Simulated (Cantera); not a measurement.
Input (Python, Cantera) and output of one run.

```python
import numpy as np
import cantera as ct

gas_names = [...]  # 77 gases of nasa_gas.yaml made of C, H, Ta
cond_names = """
    C(gr) C6H6(L) C7H8(L) C8H18(L),n-octa Ta(cr) Ta(L) TaC(s) TaC(L)
""".split()


# ... load() reads the species with a 1 bar reference pressure and builds the phases ...
atoms = {
    'Ta': {'Ta': 1},
    'CH4': {'C': 1, 'H': 4},
}
top_T = {'C(gr)': 4500}  # K; cautious upper limits of use, not melting points


# ... equilibrate(T, P, feed) seeds the gas with the atoms and calls Mixture.equilibrate('TP', solver="vcs", rtol=1e-11, max_steps=5000) ...
results = []
T = 1248.15  # K
P = 69  # Pa
for m in [0.48, 0.73, 0.98, 1.2, 1.5, 1.7, 2, 2.2, 2.5]:
    feed = {'Ta': 1, 'CH4': m}  # mol
    mix = equilibrate(T, P, feed)
    results.append((T, P, feed, dict(zip(mix.species_names, mix.species_moles))))
    x = sorted(zip(gas.X, gas.species_names), reverse=True)
    print(f"T = {T:g} K  P = {P:g} Pa  n(CH4) = {m:g} mol  gas = {mix.phase_moles(0):.4g} mol")
    print("   x: " + "  ".join(f"{s} {v:.3e}" for v, s in x if v > 0.001))
    print("   condensed (mol): " + ("  ".join(f"{mix.phase(i).name} {mix.phase_moles(i):.4g}"
          for i in range(1, mix.n_phases) if mix.phase_moles(i) > 1e-12) or "none"))
```

Output:

```
T = 1248.15 K  P = 69 Pa  n(CH4) = 0.48 mol  gas = 0.96 mol
   x: H2 1.000e+00
   condensed (mol): Ta(cr) 0.52  TaC(s) 0.48
T = 1248.15 K  P = 69 Pa  n(CH4) = 0.73 mol  gas = 1.46 mol
   x: H2 1.000e+00
   condensed (mol): Ta(cr) 0.27  TaC(s) 0.73
T = 1248.15 K  P = 69 Pa  n(CH4) = 0.98 mol  gas = 1.96 mol
   x: H2 1.000e+00
   condensed (mol): Ta(cr) 0.02  TaC(s) 0.98
T = 1248.15 K  P = 69 Pa  n(CH4) = 1.2 mol  gas = 2.4 mol
   x: H2 1.000e+00
   condensed (mol): C(gr) 0.2  TaC(s) 1
T = 1248.15 K  P = 69 Pa  n(CH4) = 1.5 mol  gas = 3 mol
   x: H2 1.000e+00
   condensed (mol): C(gr) 0.5  TaC(s) 1
T = 1248.15 K  P = 69 Pa  n(CH4) = 1.7 mol  gas = 3.4 mol
   x: H2 1.000e+00
   condensed (mol): C(gr) 0.7  TaC(s) 1
T = 1248.15 K  P = 69 Pa  n(CH4) = 2 mol  gas = 4 mol
   x: H2 1.000e+00
   condensed (mol): C(gr) 1  TaC(s) 1
T = 1248.15 K  P = 69 Pa  n(CH4) = 2.2 mol  gas = 4.4 mol
   x: H2 1.000e+00
   condensed (mol): C(gr) 1.2  TaC(s) 1
T = 1248.15 K  P = 69 Pa  n(CH4) = 2.5 mol  gas = 5 mol
   x: H2 1.000e+00
   condensed (mol): C(gr) 1.5  TaC(s) 1
```

Cantera equilibrium calculation (NASA polynomials, part measured and part estimated; ideal gas, pure solids and liquids). Mutual solubility and eutectic melting of coexisting phases are not modelled. TaC: taken at fixed stoichiometry. Condensed phases not in the tables: Ta2C, N, O or C dissolved in the metal.
